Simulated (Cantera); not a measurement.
An adiabatic, constant-volume homogeneous reactor starts with CH4 : O2 : N2 = 1 : 1.67 : 6.27 (molar parts), at 1350 K and 5.10 bar.

Model: GRI-Mech 3.0 (53 species, 325 reactions), integrated in Cantera. Above 3000 K some thermodynamic fits are extrapolated.

x: mole fraction; the columns are a selection and need not sum to one.

```
t (s)     T (K)  P (bar)   x CH4     x O2     x CH3     x N2O      x H2O2    x HO2     x CH2
--------  -----  -------  ------  -------  --------  --------  ----------  -------  --------
3.00e-6    1350     5.10   0.112    0.187   2.15e-7    <1e-12  (withheld)  1.78e-7    <1e-12
9.53e-6    1350     5.10   0.112    0.187   7.53e-7  1.00e-12  (withheld)  5.38e-7    <1e-12
3.03e-5    1350     5.10   0.112    0.187   3.26e-6  8.77e-12  (withheld)  1.46e-6    <1e-12
9.62e-5    1350     5.10   0.112    0.187   1.70e-5  6.31e-11  (withheld)  2.53e-6  5.99e-12
0.000306   1351     5.10   0.112    0.187   3.54e-5  3.35e-10  (withheld)  4.00e-6  2.77e-11
0.000972   1363     5.15   0.110    0.185   7.06e-5   2.88e-9  (withheld)  1.56e-5  1.97e-10
0.00309    3033     12.2  <1e-12  0.00557  4.09e-12   1.34e-6     7.86e-7  7.10e-6  2.40e-12
0.00981    3033     12.2  <1e-12  0.00557  4.09e-12   1.34e-6     7.86e-7  7.10e-6  2.40e-12
0.0312     3033     12.2  <1e-12  0.00557  4.09e-12   1.34e-6     7.86e-7  7.10e-6  2.40e-12
0.0990     3033     12.2  <1e-12  0.00557  4.09e-12   1.34e-6     7.86e-7  7.10e-6  2.40e-12
0.315      3033     12.2  <1e-12  0.00557  4.09e-12   1.34e-6     7.86e-7  7.10e-6  2.40e-12
1.00       3033     12.2  <1e-12  0.00557  4.09e-12   1.34e-6     7.86e-7  7.10e-6  2.40e-12
```

Task: Complete the blanks.

Result: 
- 3.00e-6, x H2O2: 3.15e-9
- 9.53e-6, x H2O2: 2.35e-8
- 3.03e-5, x H2O2: 1.11e-7
- 9.62e-5, x H2O2: 2.41e-7
- 0.000306, x H2O2: 4.01e-7
- 0.000972, x H2O2: 2.06e-6
